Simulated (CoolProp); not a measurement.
Vapour-liquid equilibrium of sulfur dioxide (1) + toluene (2) at 386.5 K; x and y are mole fractions of (1).

The numbers come from the multi-fluid Helmholtz-energy mixture model, Gao 2016 and Lemmon 2006; pair parameters Bell 2016 in CoolProp.

| x | bubble pressure, mixture model (bar) | bubble pressure, Raoult's law (bar) | y, mixture model | y, Raoult's law |
|---|---|---|---|---|
| 0.05 | 2.205 | 2.853 | 0.511 | 0.635 |
| 0.15 | 4.820 | 6.369 | 0.788 | 0.854 |
| 0.25 | 7.845 | 9.885 | 0.877 | 0.917 |
| 0.35 | 11.13 | 13.40 | 0.919 | 0.947 |
| 0.45 | 14.57 | 16.92 | 0.943 | 0.964 |
| 0.55 | 18.08 | 20.43 | 0.958 | 0.976 |
| 0.65 | 21.65 | 23.95 | 0.970 | 0.984 |
| 0.75 | 25.35 | 27.47 | 0.979 | 0.990 |
| 0.85 | 29.31 | 30.98 | 0.987 | 0.995 |
| 0.95 | 33.75 | 34.50 | 0.995 | 0.998 |

The largest gap from Raoult's law is -24.3 % in bubble pressure, at x = 0.15. No azeotrope shows between x = 0.05 and 0.95.

The pair parameters rest on a limited set of measurements; away from them the model extrapolates.
